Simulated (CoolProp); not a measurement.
Vapour-liquid equilibrium of benzene (1) + n-octane (2) at 74.75 °C; x and y are mole fractions of (1).

Model: multi-fluid Helmholtz-energy mixture model, Thol 2012 and Beckmüller 2019; pair parameters Bell 2016, in CoolProp.

```json
[
 {"x": "0.05", "bubble pressure (kPa)": "23.48", "y at the bubble point": "0.223", "dew pressure at overall composition x (kPa)": "19.96", "liquid density (mol/L)": "5.891"},
 {"x": "0.15", "bubble pressure (kPa)": "32.13", "y at the bubble point": "0.488", "dew pressure at overall composition x (kPa)": "21.86", "liquid density (mol/L)": "6.186"},
 {"x": "0.25", "bubble pressure (kPa)": "40.34", "y at the bubble point": "0.636", "dew pressure at overall composition x (kPa)": "24.15", "liquid density (mol/L)": "6.509"},
 {"x": "0.35", "bubble pressure (kPa)": "47.89", "y at the bubble point": "0.729", "dew pressure at overall composition x (kPa)": "26.97", "liquid density (mol/L)": "6.864"},
 {"x": "0.45", "bubble pressure (kPa)": "54.73", "y at the bubble point": "0.794", "dew pressure at overall composition x (kPa)": "30.52", "liquid density (mol/L)": "7.257"},
 {"x": "0.55", "bubble pressure (kPa)": "60.94", "y at the bubble point": "0.842", "dew pressure at overall composition x (kPa)": "35.14", "liquid density (mol/L)": "7.694"},
 {"x": "0.65", "bubble pressure (kPa)": "66.68", "y at the bubble point": "0.881", "dew pressure at overall composition x (kPa)": "41.33", "liquid density (mol/L)": "8.184"},
 {"x": "0.75", "bubble pressure (kPa)": "72.13", "y at the bubble point": "0.916", "dew pressure at overall composition x (kPa)": "49.94", "liquid density (mol/L)": "8.738"},
 {"x": "0.85", "bubble pressure (kPa)": "77.50", "y at the bubble point": "0.949", "dew pressure at overall composition x (kPa)": "62.07", "liquid density (mol/L)": "9.367"},
 {"x": "0.95", "bubble pressure (kPa)": "82.96", "y at the bubble point": "0.982", "dew pressure at overall composition x (kPa)": "77.67", "liquid density (mol/L)": "10.09"}
]
```

No azeotrope shows between x = 0.05 and 0.95.

Pair parameters are fitted to limited data, so mixtures are less certain than the pure fluids.
